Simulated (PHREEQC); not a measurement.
Consider water at 22 °C with 0.00049 mol/kgw Ca(OH)2 and 0.23 mol/kgw TMAH. Closed to the air; pH follows from the charge balance.

All values are PHREEQC results (ion-association model, phreeqc.dat), not measurements.

This is a speciation only: nothing precipitates in the calculation.

**Question.** Estimate the pH, activity of water.

**Answer.** pH 13.30; activity of water 0.992.

**Question.** In which forms is Ca present?

**Answer.** CaOH+ 58 %, Ca+2 42 % of the Ca.

Complexes and solids missing from the database can't appear. (CH3)4N+ isn't in the database: it is added as a free cation with an ion size of 4 Å.
